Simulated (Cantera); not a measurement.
# Thermodynamics of carbothermic reduction, feed Cu₂O + CO + N₂

Input: 1 mol Cu₂O, 10 mol CO, 2.2 mol N₂, at 18.0 Pa.

Cantera equilibrium calculation (NASA polynomials, part measured and part estimated; ideal gas, pure solids and liquids). Candidate condensed phases: C, Cu, CuO, Cu₂O; 27 gas species. Equilibrium is a limit: real reactors are often held back by kinetics, nucleation or transport.

```tsv
T (°C)	log p CO	log p N₂	log p Cu	log p CO₂	n Cu(s)	n Cu(l)
675	-3.88	-4.49	-11.76	-4.83	2.00	0
725	-3.88	-4.49	-10.84	-4.83	2.00	0
775	-3.88	-4.49	-10.01	-4.83	2.00	0
825	-3.88	-4.49	-9.25	-4.83	2.00	0
875	-3.88	-4.49	-8.57	-4.83	2.00	0
925	-3.88	-4.49	-7.93	-4.83	2.00	0
975	-3.88	-4.49	-7.36	-4.83	2.00	0
1025	-3.88	-4.49	-6.82	-4.83	1.99	0
1075	-3.88	-4.49	-6.33	-4.83	1.97	0
1125	-3.88	-4.49	-5.89	-4.83	0	1.91
1175	-3.88	-4.50	-5.48	-4.84	0	1.77
1225	-3.90	-4.51	-5.10	-4.85	0	1.44
1275	-3.92	-4.53	-4.75	-4.88	0	0.644
```
log p: log10 of the partial pressure in bar; n: condensed amount in mol.

From 675 °C to 1075 °C the condensed part is Cu(s). From 1125 °C to 1275 °C the condensed part is Cu(l).
